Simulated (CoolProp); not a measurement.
A single-stage vapour-compression cycle with R134a: evaporating at 222.15 K (dew point), condensing at 272.15 K (bubble point), superheat 5 K, subcooling 8 K, compressor efficiency 0.8, no pressure losses. Each further row changes one setting.

Model: reference Helmholtz-energy equation of state, Tillner-Roth 1994, in CoolProp.

```json
[
 {"case": "as stated", "cooling COP": "3.08", "pressure ratio": "10.2", "discharge temperature (K)": "308.1", "refrigerating effect (kJ/kg)": "183", "volumetric capacity (kJ/m³)": "278"},
 {"case": "evaporating temperature 227.15 K", "cooling COP": "3.57", "pressure ratio": "7.63", "discharge temperature (K)": "303.6", "refrigerating effect (kJ/kg)": "186", "volumetric capacity (kJ/m³)": "371"},
 {"case": "condensing temperature 267.15 K", "cooling COP": "3.50", "pressure ratio": "8.44", "discharge temperature (K)": "301.2", "refrigerating effect (kJ/kg)": "189", "volumetric capacity (kJ/m³)": "288"},
 {"case": "subcooling 13 K", "cooling COP": "3.19", "pressure ratio": "10.2", "discharge temperature (K)": "308.1", "refrigerating effect (kJ/kg)": "189", "volumetric capacity (kJ/m³)": "288"},
 {"case": "superheat 15 K", "cooling COP": "3.06", "pressure ratio": "10.2", "discharge temperature (K)": "319.1", "refrigerating effect (kJ/kg)": "190", "volumetric capacity (kJ/m³)": "277"},
 {"case": "compressor efficiency 0.7", "cooling COP": "2.69", "pressure ratio": "10.2", "discharge temperature (K)": "317.5", "refrigerating effect (kJ/kg)": "183", "volumetric capacity (kJ/m³)": "278"}
]
```
